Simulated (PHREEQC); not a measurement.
Solution A (14 mmol/kgw HF, 65 mmol/kgw NH4F and 8.6 mmol/kgw (NH4)2SiF6) is mixed with solution B (5.9 mmol/kgw NH3, 0.063 mmol/kgw K2SiO3 and 0.77 mmol/kgw K3PO4) at 20 °C; shares are by mass of water, 1 kg in all. Oxygen is held at 0.21 atm. The system is closed to CO2. Only these solids could form: SiO2(a).

Model: ion-association model, wateq4f.dat, run in PHREEQC.

| share of solution B | pH | SiF6-2 (mol/kgw) | HPO4-2 (mol/kgw) | H2PO4- (mol/kgw) | F- (mol/kgw) | H4SiO4 (mol/kgw) | HF (mol/kgw) |
|---|---|---|---|---|---|---|---|
| 0 | 3.79 | 0.00860 | 0 | 0 | 0.0627 | 1.49e-10 | 0.0106 |
| 0.1 | [?] | 0.00775 | 5.98e-8 | 7.57e-5 | 0.0575 | 2.96e-10 | 0.00914 |
| 0.25 | 3.89 | 0.00647 | 1.69e-7 | 0.000190 | 0.0495 | 1.10e-9 | 0.00683 |
| 0.4 | 4.01 | 0.00519 | 3.48e-7 | 0.000304 | 0.0414 | 7.89e-9 | 0.00436 |
| 0.5 | 4.18 | 0.00433 | 6.19e-7 | 0.000382 | 0.0359 | 6.93e-8 | 0.00262 |
| 0.6 | 4.62 | [?] | 1.97e-6 | 0.000459 | 0.0304 | 8.35e-6 | 0.000819 |
| 0.75 | [?] | 0.00153 | 5.63e-6 | 0.000571 | 0.0231 | 0.000663 | 0.000260 |
| 0.9 | 8.47 | 0 | 0.000665 | 2.63e-5 | 0.0131 | 0.000881 | 5.38e-8 |
| 1 | 11.10 | 0 | 0.000717 | 7.85e-8 | 0 | 3.57e-6 | 0 |

Fill in the missing entries.


- 0.1, pH: 3.82
- 0.6, SiF6-2 (mol/kgw): 0.00347
- 0.75, pH: 5.01

H3PO4, which wateq4f.dat lacks, is added to it with the constant of phreeqc.dat. SiF6-2 is the database's only silicon fluoride.
